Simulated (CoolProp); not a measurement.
Vapour-liquid equilibrium of R152A (1) + methanol (2) at 249 K; x and y are mole fractions of (1).

The numbers come from the multi-fluid Helmholtz-energy mixture model, Outcalt 1996 and de Reuck 1993; pair parameters Bell 2016 in CoolProp.

```json
[
 {"x": "0.05", "bubble pressure (MPa)": "0.02861", "y at the bubble point": "0.974", "dew pressure at overall composition x (MPa)": "0.0007897", "liquid density (mol/L)": "25.28"},
 {"x": "0.15", "bubble pressure (MPa)": "0.05364", "y at the bubble point": "0.986", "dew pressure at overall composition x (MPa)": "0.0008822", "liquid density (mol/L)": "23.94"},
 {"x": "0.25", "bubble pressure (MPa)": "0.06181", "y at the bubble point": "0.988", "dew pressure at overall composition x (MPa)": "0.0009993", "liquid density (mol/L)": "22.68"},
 {"x": "0.35", "bubble pressure (MPa)": "0.06498", "y at the bubble point": "0.989", "dew pressure at overall composition x (MPa)": "0.001153", "liquid density (mol/L)": "21.50"},
 {"x": "0.45", "bubble pressure (MPa)": "0.06731", "y at the bubble point": "0.990", "dew pressure at overall composition x (MPa)": "0.001362", "liquid density (mol/L)": "20.40"},
 {"x": "0.55", "bubble pressure (MPa)": "0.07031", "y at the bubble point": "0.990", "dew pressure at overall composition x (MPa)": "0.001664", "liquid density (mol/L)": "___"},
 {"x": "0.65", "bubble pressure (MPa)": "0.07451", "y at the bubble point": "0.992", "dew pressure at overall composition x (MPa)": "0.002139", "liquid density (mol/L)": "18.38"},
 {"x": "0.75", "bubble pressure (MPa)": "0.08013", "y at the bubble point": "___", "dew pressure at overall composition x (MPa)": "0.002992", "liquid density (mol/L)": "17.46"},
 {"x": "0.85", "bubble pressure (MPa)": "0.08723", "y at the bubble point": "0.996", "dew pressure at overall composition x (MPa)": "0.004983", "liquid density (mol/L)": "16.57"},
 {"x": "0.95", "bubble pressure (MPa)": "___", "y at the bubble point": "0.998", "dew pressure at overall composition x (MPa)": "0.01488", "liquid density (mol/L)": "___"}
]
```

Problem. Fill in the missing entries.

Solution. 
- 0.55, liquid density (mol/L): 19.36
- 0.75, y at the bubble point: 0.993
- 0.95, bubble pressure (MPa): 0.09585
- 0.95, liquid density (mol/L): 15.73

No azeotrope shows between x = 0.05 and 0.95.

Pair parameters are fitted to limited data, so mixtures are less certain than the pure fluids. With so large a gap from Raoult's law the liquid may split in two, which this calculation doesn't test in full.
